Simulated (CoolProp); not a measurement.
Vapour-liquid equilibrium of R113 (1) + n-hexane (2) at 384.1 K; x and y are mole fractions of (1).

Computed with CoolProp (multi-fluid Helmholtz-energy mixture model, Marx 1992 and Thol 2019; pair parameters Bell 2016).

```tsv
x	bubble pressure, mixture model (MPa)	bubble pressure, Raoult's law (MPa)	y, mixture model	y, Raoult's law
0.05	0.3416	0.3352	0.094	0.084
0.15	0.3750	0.3589	0.249	0.234
0.25	0.4049	0.3826	0.374	0.366
0.35	0.4320	0.4063	0.480	0.483
0.45	0.4566	0.4300	0.573	0.586
0.55	0.4791	0.4537	0.657	0.679
0.65	0.4998	0.4774	0.735	0.763
0.75	0.5190	0.5011	0.811	0.839
0.85	0.5366	0.5247	0.886	0.908
0.95	0.5527	0.5484	0.961	0.971
```

The largest gap from Raoult's law is +6.3 % in bubble pressure, at x = 0.35. No azeotrope shows between x = 0.05 and 0.95.

Pair parameters are fitted to limited data, so mixtures are less certain than the pure fluids.
